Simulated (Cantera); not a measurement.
Feed: 1 mol Al, 6.1 mol N2O, 6.7 mol H2, equilibrated at 1500 K and 750 Torr.

Method: chemical equilibrium by Gibbs-energy minimisation in Cantera with the NASA 1993 tables (ideal gas, pure condensed phases). Candidate condensed phases: Al, AlN, Al2O3, H2O; 35 gas species. Gases not in the tables: Al(OH)3. Rates play no part.

Base state: N2 0.477, H2O 0.359, H2 0.164 (mole fractions); condensed: Al2O3(s).

What changes in the equilibrium state with this change: H2 from 6.7 to 2.1 mol?


```
species         before     after
-------------  -------  --------
N2               0.477     0.645
H2O              0.359     0.222
O2               <1e-9     0.132
H2               0.164   1.16e-6
NO             8.61e-9  0.000877
OH             4.46e-7  0.000104
Al2O3(s), mol    0.500     0.500
```
